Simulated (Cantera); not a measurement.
An isothermal, constant-pressure homogeneous reactor starts with 5.30 % H2, 94.7 % O2, equivalence ratio 0.028, at 1225 K and 10.00 Torr.

Cantera simulation using GRI-Mech 3.0 (53 species, 325 reactions); the numbers are that mechanism's predictions, not measurements. Radical loss at walls, strong at low pressure, is not modelled. The temperature is held fixed by assumption; the heat of reaction is taken as removed at once.

One state of this run: x H2 = 0.000145; x O2 = 0.940; x O = 0.00494; x H2O = 0.0532; x OH = 0.00154; x HO2 = 1.77e-6; x H2O2 = 7.41e-8. x: mole fraction; the columns are a selection and need not sum to one.

Problem. Which value of t (s) does it belong to?
A) 0.0173
B) 0.721
C) 0.112
D) 30.0

Solution. C, 0.112
